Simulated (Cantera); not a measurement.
Feed: 1 mol Si3N4, 1.7 mol CO2, 11 mol N2, 0.076 mol O2, equilibrated at 1330 Pa.

Cantera equilibrium calculation (NASA polynomials, part measured and part estimated; ideal gas, pure solids and liquids). Candidate condensed phases: C, Si, SiC, SiO2, Si2N2O, Si3N4; 34 gas species. Mutual solubility and eutectic melting of coexisting phases are not modelled. The tables hold silica as quartz up to 1696 K and as liquid above; real silica turns to tridymite and cristobalite and melts near 1996 K. Equilibrium is a limit: real reactors are often held back by kinetics, nucleation or transport. All values below are at 1450 K.

Base state: N2 0.872, CO 0.128, SiO 0.000184 (mole fractions); condensed: SiO2(β-quartz) + Si2N2O(s).

**Question.** What changes in the equilibrium state with this change: CO2 from 1.7 to 4 mol?

**Answer.** 
```csv
species,before,after
N2,0.872,0.756
CO,0.128,0.244
SiO,0.000184,0.000193
CO2,8.39e-6,1.53e-5
"SiO2(β-quartz), mol",0.234,1.77
"Si2N2O(s), mol",1.38,0.615
```
